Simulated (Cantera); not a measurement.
What does this Cantera script print?

```python
import numpy as np
import cantera as ct

gas = ct.Solution("gri30.yaml")
gas.TPX = 1800, 400000, {'CH4': 1, 'O2': 2.2, 'N2': 8.26}
reactor = ct.IdealGasReactor(gas, energy="on", clone=False)
net = ct.ReactorNet([reactor])
net.rtol, net.atol = 1e-08, 1e-16
show = ['CH4', 'O2', 'O', 'H2O2', 'NO']
times = np.geomspace(5e-06, 0.2, 10)

steps = ct.SolutionArray(gas, extra=["t"])
rows = []
print(f"{'t/s':>10s}{'T/K':>9s}{'P/Pa':>11s}" + "".join(f"{s:>11s}" for s in show))
for t in times:
    while net.time < t:
        t_next = net.step()
        steps.append(gas.state, t=t_next)
    rows.append([np.interp(t, steps.t, y) for y in (steps.T, steps.P, *steps(*show).X.T)])
    print(f"{t:10.3e}{rows[-1][0]:9.1f}{rows[-1][1]:11.4g}" + "".join(f"{x:11.3e}" for x in rows[-1][2:]))
rate = np.gradient(steps.T, steps.t)
print("integrator steps:", len(steps.t))
if steps.T.max() > steps.T[0] + 200:
    print(f"time of steepest temperature rise: {steps.t[rate.argmax()]:.4e} s")
gas.TPX = 1800, 400000, {'CH4': 1, 'O2': 2.2, 'N2': 8.26}
gas.equilibrate("UV")
print(f"equilibrium (UV): T = {gas.T:.1f} K  " + "  ".join(f"{s} {gas[s].X[0]:.3e}" for s in show))
```

Output:

```
       t/s      T/K       P/Pa        CH4         O2          O       H2O2         NO
 5.000e-06   1799.2  3.999e+05  8.693e-02  1.918e-01  1.064e-06  4.362e-07  9.069e-12
 1.623e-05   1805.7  4.015e+05  8.394e-02  1.902e-01  6.191e-06  1.940e-06  1.252e-10
 5.268e-05   3101.7   7.25e+05  3.074e-14  3.304e-02  1.081e-02  1.273e-06  4.800e-03
 1.710e-04   3085.4  7.204e+05  3.422e-14  2.863e-02  9.551e-03  1.163e-06  1.643e-02
 5.550e-04   3083.3  7.198e+05  3.472e-14  2.808e-02  9.392e-03  1.149e-06  1.792e-02
 1.802e-03   3083.3  7.198e+05  3.472e-14  2.808e-02  9.392e-03  1.149e-06  1.792e-02
 5.848e-03   3083.3  7.198e+05  3.472e-14  2.808e-02  9.392e-03  1.149e-06  1.792e-02
 1.898e-02   3083.3  7.198e+05  3.472e-14  2.808e-02  9.392e-03  1.149e-06  1.792e-02
 6.162e-02   3083.3  7.198e+05  3.472e-14  2.808e-02  9.392e-03  1.149e-06  1.792e-02
 2.000e-01   3083.3  7.198e+05  3.472e-14  2.808e-02  9.392e-03  1.149e-06  1.792e-02
integrator steps: 1682
time of steepest temperature rise: 3.1672e-05 s
equilibrium (UV): T = 3083.3 K  CH4 4.543e-14  O2 2.808e-02  O 9.392e-03  H2O2 1.149e-06  NO 1.792e-02
```

Computed with Cantera and GRI-Mech 3.0 (53 species, 325 reactions). Above 3000 K some thermodynamic fits are extrapolated.
